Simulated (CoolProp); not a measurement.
500 sccm (0 °C, 1 atm) of nitrogen bubbles through liquid dimethyl carbonate at 288.6 K and leaves saturated at a total pressure of 0.108 MPa (ideal gas phase). Each further row changes one setting.

The numbers come from the reference Helmholtz-energy equation of state, Zhou 2011 in CoolProp.

```json
[
 {"case": "as stated", "vapour pressure (kPa)": "4.36", "mole fraction of vapour": "0.0404", "delivery (mg/min)": "84.6", "delivery (sccm)": "21.1", "change of delivery for a bath 1 K warmer (%)": "…"},
 {"case": "bath temperature 293.6 K", "vapour pressure (kPa)": "5.73", "mole fraction of vapour": "…", "delivery (mg/min)": "…", "delivery (sccm)": "28.0", "change of delivery for a bath 1 K warmer (%)": "5.8"},
 {"case": "total pressure 0.216 MPa", "vapour pressure (kPa)": "4.36", "mole fraction of vapour": "…", "delivery (mg/min)": "…", "delivery (sccm)": "…", "change of delivery for a bath 1 K warmer (%)": "5.8"}
]
```

Q: What belongs in the gaps?

A: 
- as stated, change of delivery for a bath 1 K warmer (%): 5.9
- bath temperature 293.6 K, mole fraction of vapour: 0.0530
- bath temperature 293.6 K, delivery (mg/min): 113
- total pressure 0.216 MPa, mole fraction of vapour: 0.0202
- total pressure 0.216 MPa, delivery (mg/min): 41.4
- total pressure 0.216 MPa, delivery (sccm): 10.3
